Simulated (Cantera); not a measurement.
A closed system holds: 1 mol SiHCl3, 10 mol N2, 1.4 mol H2, 0.0029 mol Cl2, held at 0.133 bar.

Method: chemical equilibrium by Gibbs-energy minimisation in Cantera with the NASA 1993 tables (ideal gas, pure condensed phases). Candidate condensed phases: NH4Cl, Si, Si3N4; 28 gas species. N2 is the only nitrogen source here; it is nearly inert below about 1500 K, so the nitride shown seldom forms there in practice. The tables' values for SiCl3, SiCl are old estimates; treat these amounts as uncertain. Rates play no part.

x: gas mole fraction; n: condensed amount in mol.

| T (°C) | x N2 | x HCl | x H2 | x SiCl2 | x SiCl4 | n Si3N4(s) |
|---|---|---|---|---|---|---|
| 475 | 0.758 | 0.128 | 0.0864 | 2.00e-12 | 0.0275 | 0.218 |
| 575 | 0.755 | 0.141 | 0.0798 | 4.10e-10 | 0.0242 | 0.232 |
| 675 | 0.753 | 0.151 | 0.0747 | 2.69e-8 | 0.0216 | 0.242 |
| 775 | 0.751 | 0.159 | 0.0708 | 7.79e-7 | 0.0196 | 0.250 |
| 875 | 0.749 | 0.165 | 0.0677 | 1.24e-5 | 0.0180 | 0.256 |
| 975 | 0.748 | 0.169 | 0.0653 | ? | ? | 0.260 |
| 1075 | 0.747 | 0.172 | 0.0639 | ? | ? | 0.260 |
| 1175 | 0.746 | 0.170 | 0.0641 | 0.00418 | 0.0115 | 0.250 |
| 1275 | 0.745 | 0.160 | 0.0678 | 0.0141 | 0.00679 | 0.217 |
| 1375 | 0.744 | 0.138 | 0.0766 | 0.0316 | 0.00257 | 0.158 |
| 1475 | 0.745 | 0.110 | 0.0888 | 0.0506 | 0.000673 | 0.0879 |

Q: Some entries are withheld; supply them.

A: 
- 975, x SiCl2: 0.000124
- 975, x SiCl4: 0.0164
- 1075, x SiCl2: 0.000852
- 1075, x SiCl4: 0.0145
